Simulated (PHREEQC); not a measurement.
Consider water at 15 °C with 0.01 mol HF, 0.28 mol (CH3)4NF and 0.014 mol (NH4)2SiF6 per kg of water. Closed to the air; pH follows from the charge balance.

Model: ion-association model, wateq4f.dat, run in PHREEQC.

Precipitation was switched off in this run.

Predict the pH, activity of water.

pH 4.65; activity of water 0.990.

In which forms is F present?

F- 74 %, SiF6-2 22 %, HF2- 2.7 %, HF 1.3 % of the F.

(CH3)4N+ isn't in the database: it is added as a free cation with an ion size of 4 Å. SiF6-2 is the database's only silicon fluoride.
